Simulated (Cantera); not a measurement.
A perfectly stirred reactor is fed with C2H6 : N2 = 1 : 2.4 (molar parts), at 0.128 Torr; it is held at 1675 K, and followed from long to short residence time.

Cantera simulation using GRI-Mech 3.0 (53 species, 325 reactions); the numbers are that mechanism's predictions, not measurements. GRI-Mech 3.0 stops at C3 and has no aromatics, soot or wall deposition, so with more carbon than oxygen in the feed, carbon stays in small species such as C2H2 where larger ones or solid carbon would form. Radical loss at walls, strong at low pressure, is not modelled.

Task: Predict: x(C2H6) at τ = 4.10 s; x(CH2) at τ = 4.10 s; x(H) at τ = 4.10 s; x(H2) at τ = 4.10 s; x(C2H) at τ = 4.10 s; x(C2H6) at τ = 25.0 ms; x(CH2) at τ = 25.0 ms; x(H) at τ = 25.0 ms; x(H2) at τ = 25.0 ms; x(C2H) at τ = 25.0 ms.

Result: 
```
Quantity                  Result
----------------------  --------
x(C2H6) at τ = 4.10 s   0.000876
x(CH2) at τ = 4.10 s     1.86e-5
x(H) at τ = 4.10 s       0.00198
x(H2) at τ = 4.10 s        0.298
x(C2H) at τ = 4.10 s     5.28e-6
x(C2H6) at τ = 25.0 ms     0.104
x(CH2) at τ = 25.0 ms    8.66e-5
x(H) at τ = 25.0 ms      0.00163
x(H2) at τ = 25.0 ms      0.0818
x(C2H) at τ = 25.0 ms    1.69e-6
```
